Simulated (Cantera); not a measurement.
A freely propagating, adiabatic, planar premixed flame of 7.81 % CH₄, 1.25 % CO, 16.2 % O₂, 74.7 % N₂, equivalence ratio 1.0, unburnt at 500 K and 0.230 bar; multicomponent+Soret transport, grid criteria slope 0.08 and curve 0.16, no radiation.

Cantera simulation using GRI-Mech 3.0 (53 species, 325 reactions); the numbers are that mechanism's predictions, not measurements. Burning velocities carry a grid error of a few per cent, more on coarse grids.

Question: Predict: laminar burning velocity; thermal thickness; peak x(H); peak x(HCO); peak x(HCN).

Answer: laminar burning velocity: 98.1 cm/s
thermal thickness: 1.54 mm
peak x(H): 0.0119
peak x(HCO): 5.81e-5
peak x(HCN): 1.93e-6
